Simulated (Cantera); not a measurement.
A Cantera script and what it prints.

```python
import numpy as np
import cantera as ct

gas_names = """
    Cr CrN CrO CrO2 CrO3 H HNO HNO2 HNO3 HO2 H2 H2O H2O2 N NH NH2 NH3 NH2OH NO NO2 NO3 N2 N2H2 N2H4 N2O
    O OH O2 O3
""".split()
cond_names = """
    Cr(cr) Cr(L) CrN(s) Cr2N(s) Cr2O3(s) Cr2O3(L) H2O(s) H2O(L)
""".split()


# ... load() reads the species with a 1 bar reference pressure and builds the phases ...
atoms = {
    'Cr': {'Cr': 1},
    'H2O': {'H': 2, 'O': 1},
    'N2': {'N': 2},
}
top_T = {'CrN(s)': 1900, 'Cr2N(s)': 1900}  # K; cautious upper limits of use, not melting points


# ... equilibrate(T, P, feed) seeds the gas with the atoms and calls Mixture.equilibrate('TP', solver="vcs", rtol=1e-11, max_steps=5000) ...
results = []
feed = {'Cr': 1, 'H2O': 0.058, 'N2': 1.6}  # mol
P = 101325  # Pa
for T in [1425, 1525, 1625, 1725, 1825, 1925, 2025, 2125, 2225, 2325, 2425, 2525, 2625, 2725]:
    mix = equilibrate(T, P, feed)
    results.append((T, P, feed, dict(zip(mix.species_names, mix.species_moles))))

top = {s: max(r[3][s] / sum(r[3][g] for g in gas_names) for r in results) for s in gas_names}
cols = sorted((s for s in top if top[s] > 1e-06), key=lambda s: -top[s])[:6]
seen = [c for c in cond_names if any(r[3].get(c, 0) > 1e-12 for r in results)]
print("log10 of partial pressures in bar; condensed amounts in mol")
print(f"{'T/K':>10s}" + "".join(f"{s[:9]:>10s}" for s in cols + seen))
for T, P, feed, n in results:
    ng = sum(n[g] for g in gas_names)
    print(f"{T:10.4g}" + "".join(f"{np.log10(max(n[s] / ng * P / 1e5, 1e-99)):10.3f}" for s in cols)
          + "".join(f"{n.get(c, 0):10.4g}" for c in seen))
```

Result:

```
log10 of partial pressures in bar; condensed amounts in mol
       T/K        N2        Cr        H2       CrO         H       H2O    Cr(cr)     Cr(L)   Cr2N(s)  Cr2O3(s)  Cr2O3(L)
      1425    -0.012    -7.385    -1.383   -10.807    -5.858    -4.231         0         0    0.4807   0.01931         0
      1525    -0.012    -6.320    -1.383    -9.444    -5.318    -4.026         0         0    0.4807   0.01929         0
      1625    -0.012    -5.390    -1.384    -8.254    -4.843    -3.847         0         0    0.4807   0.01927         0
      1725    -0.012    -4.573    -1.385    -7.205    -4.424    -3.688         0         0    0.4807   0.01924         0
      1825    -0.010    -3.882    -1.454    -6.287    -4.083    -3.593    0.9614         0         0   0.01919         0
      1925    -0.010    -3.322    -1.457    -5.485    -3.748    -3.411     0.961         0         0   0.01912         0
      2025    -0.010    -2.821    -1.460    -4.767    -3.446    -3.248    0.9595         0         0   0.01901         0
      2125    -0.012    -2.371    -1.467    -4.119    -3.173    -3.102    0.9552         0         0   0.01886         0
      2225    -0.015    -1.985    -1.477    -3.539    -2.927    -2.959         0    0.9453         0   0.01856         0
      2325    -0.021    -1.634    -1.493    -3.011    -2.705    -2.835         0    0.9235         0   0.01794         0
      2425    -0.033    -1.314    -1.520    -2.529    -2.507    -2.733         0     0.878         0   0.01647         0
      2525    -0.058    -1.020    -1.566    -2.087    -2.335    -2.660         0    0.7848         0   0.01269         0
      2625    -0.107    -0.750    -1.643    -1.688    -2.193    -2.635         0    0.5872         0         0   0.00272
      2725    -0.189    -0.500    -1.741    -1.668    -2.075    -2.987         0    0.1636         0         0         0
```

Method: chemical equilibrium by Gibbs-energy minimisation in Cantera with the NASA 1993 tables (ideal gas, pure condensed phases). Each liquid is taken as pure. Mutual solubility and eutectic melting of coexisting phases are not modelled.
